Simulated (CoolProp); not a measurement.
Dimethyl carbonate along the isobar 1.79 MPa: Z from the reference equation and from simpler models built on Tc = 557.0 K, pc = 4.909 MPa, ω = 0.346; each cubic takes its own stable root.

Values from CoolProp's reference Helmholtz-energy equation of state, Zhou 2011.

```tsv
T (K)	phase	reference	van der Waals	Redlich-Kwong	Peng-Robinson
394	liquid	0.05282	0.09024	0.06236	0.05224
423.4	liquid	0.05170	0.08861	0.06178	0.05134
452.9	liquid	0.05128	0.7788	0.06252	0.05153
482.3	liquid	0.05183	0.8179	0.7737	0.05344
511.7	gas	0.8054	0.8470	0.8178	0.7916
541.1	gas	0.8453	0.8696	0.8499	0.8328
570.6	gas	0.8742	0.8876	0.8744	0.8638
600	gas	0.8961	0.9023	0.8937	0.8876
```

At some of these states van der Waals, Redlich-Kwong gives the other phase, because its saturation line lies elsewhere.
